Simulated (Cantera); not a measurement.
Stirred combustor or abatement burner

A perfectly stirred reactor is fed with C2H4 : O2 : N2 : H2O = 1 : 6.67 : 25.1 : 5.5 (molar parts), equivalence ratio 0.45, at 9750 Torr; it is adiabatic with a 650 K inlet, and is followed from long to short residence time, starting on the burning branch (τ in s: 0.18, 0.076, 0.032, 0.013, 0.0055, 0.0023, 0.00095, 0.00039, 0.00016, 6.8e-05, 2.8e-05, 1.2e-05).

Cantera simulation using GRI-Mech 3.0 (53 species, 325 reactions); the numbers are that mechanism's predictions, not measurements. GRI-Mech 3.0 was tuned for natural gas; its chemistry of ethylene as a main component is partial and can be far from experiment. The pressure lies above the range GRI-Mech 3.0 was tuned for (to about 10 atm).

| τ (s) | T (K) | x C2H4 | x O2 | x H2O | x CH4 | x NO2 |
|---|---|---|---|---|---|---|
| 0.18 | 1598 | 2.64e-6 | 0.0959 | 0.196 | 4.11e-8 | 1.06e-8 |
| 0.076 | 1597 | 5.43e-6 | 0.0960 | 0.196 | 8.46e-8 | 1.00e-8 |
| 0.032 | 1595 | 1.09e-5 | 0.0961 | 0.196 | 1.72e-7 | 1.17e-8 |
| 0.013 | 1593 | 2.22e-5 | 0.0962 | 0.196 | 3.64e-7 | 1.55e-8 |
| 0.0055 | 1588 | 4.45e-5 | 0.0966 | 0.196 | 7.85e-7 | 2.04e-8 |
| 0.0023 | 1576 | 9.51e-5 | 0.0973 | 0.195 | 1.96e-6 | 2.43e-8 |
| 0.00095 | 1541 | 0.000263 | 0.0997 | 0.194 | 7.85e-6 | 2.29e-8 |
| 0.00039 | 650 | 0.0261 | 0.174 | 0.144 | <1e-12 | <1e-12 |
| 0.00016 | 650 | 0.0261 | 0.174 | 0.144 | <1e-12 | <1e-12 |
| 6.8e-5 | 650 | 0.0261 | 0.174 | 0.144 | <1e-12 | <1e-12 |
| 2.8e-5 | 650 | 0.0261 | 0.174 | 0.144 | <1e-12 | <1e-12 |
| 1.2e-5 | 650 | 0.0261 | 0.174 | 0.144 | <1e-12 | <1e-12 |
x: mole fraction; the columns are a selection and need not sum to one.
